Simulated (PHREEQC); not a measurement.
A made-up water analysis in mmol/kgw, 25 °C, pH 3.09, pe 10.8:

| constituent | mmol/kgw |
|---|---|
| Na | 74.2 |
| K | 11 |
| Ca | 0.584 |
| Mg | 3.78 |
| Cl | 15.2 |
| S(6) | 41.6 |
| Fe(3) | 0.0434 |

Cl is adjusted to close the charge balance.
Valence states are taken as typed.

The numbers come from PHREEQC with the ion-association model, wateq4f.dat.

No solid was allowed to form.

Question: Predict the ionic strength.

Answer: ionic strength 0.121 mol/kgw.

Question: In which forms is Na present?

Answer: Na+ 95 %, NaSO4- 5.5 % of the Na.

Examples of supersaturated solids here: Jarosite-K, Hematite (slow to form). Others may be too. Complexes and solids missing from the database can't appear.
